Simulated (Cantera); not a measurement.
A closed system holds: 1 mol Cr₂O₃, 2 mol H₂, at 1375 °C and 100000 Pa.

Equilibrium computed with Cantera from the NASA thermochemical tables; the gas is ideal and each condensed phase is pure. Candidate condensed phases: Cr, Cr₂O₃, H₂O; 13 gas species. Mutual solubility and eutectic melting of coexisting phases are not modelled. Rates play no part.

Base state: H₂ 0.997, H₂O 0.00301, H 8.90e-5 (mole fractions); condensed: Cr(s) + Cr₂O₃(s).

Task: What changes in the equilibrium state with this change: Cr₂O₃ replaced by TiO₂?

Result: 
```tsv
species	before	after
H₂	0.997	0.958
H₂O	0.00301	0.0417
H	8.90e-5	8.73e-5
Cr(s), mol	0.00400	0
Cr₂O₃(s), mol	0.998	0
TiO₂(rutile), mol	0	0.667
Ti₄O₇(s), mol	0	0.0833
```
Condensed phases not in the tables: Magnéli phases beyond Ti₄O₇. Gases not in the tables: TiO(OH)₂. Further candidate phases: Ti, TiO, TiO₂, Ti₂O₃, Ti₃O₅, Ti₄O₇.

Task: What changes in the equilibrium state with this change: Cr₂O₃ replaced by Fe₃O₄?

Result: 
```tsv
species	before	after
H₂O	0.00301	0.500
H₂	0.997	0.500
H	8.90e-5	6.31e-5
Fe(OH)₂	0	2.81e-5
Cr(s), mol	0.00400	0
Cr₂O₃(s), mol	0.998	0
FeO(s), mol	0	3.00
```
The tables' stoichiometric FeO is somewhat more stable than real wüstite, so its field is too wide. FeO: taken at fixed stoichiometry. Further candidate phases: Fe, FeO, Fe(OH)₂, Fe(OH)₃, Fe₂O₃, Fe₃O₄.

Task: What changes in the equilibrium state with this change: pressure from 100000 Pa to 133 Pa?

Result: 
| species | before | after |
|---|---|---|
| H₂ | 0.997 | 0.989 |
| H₂O | 0.00301 | 0.00486 |
| Cr | 8.93e-6 | 0.00324 |
| H | 8.90e-5 | 0.00243 |
| Cr(s), mol | 0.00400 | 0 |
| Cr₂O₃(s), mol | 0.998 | 0.997 |
